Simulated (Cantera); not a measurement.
Feed: 1 mol TiO₂, 2.5 mol HCl, 0.96 mol O₂, at 1973 K.

Method: chemical equilibrium by Gibbs-energy minimisation in Cantera with the NASA 1993 tables (ideal gas, pure condensed phases). Candidate condensed phases: H₂O, Ti, TiCl₂, TiCl₃, TiCl₄, TiO, TiO₂, Ti₂O₃, Ti₃O₅, Ti₄O₇; 23 gas species. Equilibrium is a limit: real reactors are often held back by kinetics, nucleation or transport.

**Question.** At 0.000100 bar, list the 4 most abundant gas species with their mole fractions, and the condensed phases.

**Answer.** Cl 0.334, HCl 0.306, O₂ 0.154, H₂O 0.143. Condensed: TiO₂(rutile).
